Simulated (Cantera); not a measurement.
## Equilibrium for hydrogen reduction and annealing atmospheres: Cr₂O₃ + H₂

Input: 1 mol Cr₂O₃, 2600 mol H₂, held at 518 Torr.

Method: chemical equilibrium by Gibbs-energy minimisation in Cantera with the NASA 1993 tables (ideal gas, pure condensed phases). Candidate condensed phases: Cr, Cr₂O₃, H₂O; 13 gas species. Mutual solubility and eutectic melting of coexisting phases are not modelled. Kinetics and transport are ignored.

| T (K) | log p H₂ | log p H₂O | log p H | log p Cr | log p CrO | log p OH | n Cr(s) | n Cr₂O₃(s) |
|---|---|---|---|---|---|---|---|---|
| 1373 | -0.16 | -3.47 | -5.56 | -7.49 | -11.43 | -10.61 | 0.857 | 0.571 |
| 1398 | -0.16 | -3.38 | -5.41 | -7.23 | -11.05 | -10.33 | 1.04 | 0.479 |
| 1423 | -0.16 | -3.30 | -5.26 | -6.98 | -10.69 | -10.06 | 1.26 | 0.372 |
| 1448 | -0.16 | -3.22 | -5.12 | -6.73 | -10.35 | -9.80 | 1.50 | 0.248 |
| 1473 | -0.16 | -3.15 | -4.98 | -6.50 | -10.01 | -9.55 | 1.79 | 0.105 |
| 1498 | -0.16 | -3.10 | -4.85 | -6.27 | -9.71 | -9.33 | 2.00 | 0 |
| 1523 | -0.16 | -3.10 | -4.72 | -6.05 | -9.47 | -9.17 | 2.00 | 0 |
| 1548 | -0.16 | -3.10 | -4.59 | -5.83 | -9.23 | -9.01 | 1.99 | 0 |
| 1573 | -0.16 | -3.10 | -4.47 | -5.63 | -9.01 | -8.85 | 1.99 | 0 |
| 1598 | -0.16 | -3.10 | -4.35 | -5.43 | -8.79 | -8.70 | 1.99 | 0 |
| 1623 | -0.16 | -3.10 | -4.24 | -5.24 | -8.58 | -8.56 | 1.98 | 0 |
| 1648 | -0.16 | -3.10 | -4.13 | -5.05 | -8.37 | -8.42 | 1.97 | 0 |
| 1673 | -0.16 | -3.10 | -4.02 | -4.87 | -8.17 | -8.28 | 1.95 | 0 |
log p: log10 of the partial pressure in bar; n: condensed amount in mol.

From 1373 K to 1473 K the condensed part is Cr(s) + Cr₂O₃(s). From 1498 K to 1673 K the condensed part is Cr(s). The main Cr-bearing gas is Cr throughout.
